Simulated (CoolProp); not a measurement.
Vapour pressure (bar) of carbon dioxide: the reference equation beside estimates from Tc = 31.0 °C, pc = 73.77 bar, ω = 0.224. Clausius-Clapeyron is anchored at -38.35 °C with a constant enthalpy of vaporisation of 14.06 kJ/mol.

The numbers come from the reference Helmholtz-energy equation of state, Span 1996 in CoolProp.

```tsv
T (°C)	reference	Lee-Kesler	Clausius-Clapeyron	van der Waals	Redlich-Kwong	Soave-Redlich-Kwong	Peng-Robinson
-46.25	7.924	7.930	8.303	20.31	10.80	7.936	7.864
-43.65	8.761	8.765	9.035	21.47	11.79	8.776	8.691
-40.95	9.698	9.700	9.843	22.71	12.89	9.717	9.616
-38.35	10.67	10.67	10.67	23.94	14.01	10.69	10.58
-35.75	11.71	11.70	11.54	25.22	15.20	11.74	11.61
-33.05	12.87	12.86	12.51	26.59	16.50	12.91	12.76
-30.45	14.06	14.04	13.49	27.96	17.83	14.11	13.94
-27.85	15.34	15.31	14.52	29.37	19.22	15.40	15.21
-25.25	16.69	16.66	15.61	30.82	20.70	16.77	16.56
-22.55	18.19	18.15	16.80	32.38	22.30	18.28	18.05
-19.95	19.73	19.67	18.00	33.92	23.93	19.84	19.58
-17.35	21.35	21.29	19.27	35.51	25.64	21.48	21.21
```

Absolute difference from the reference over all 12 rows, mean and median: Lee-Kesler 0.1 and 0.1 %, Clausius-Clapeyron 4.6 and 4.4 %, van der Waals 106.1 and 102.7 %, Redlich-Kwong 27.8 and 27.5 %, Soave-Redlich-Kwong 0.3 and 0.3 %, Peng-Robinson 0.8 and 0.8 %.
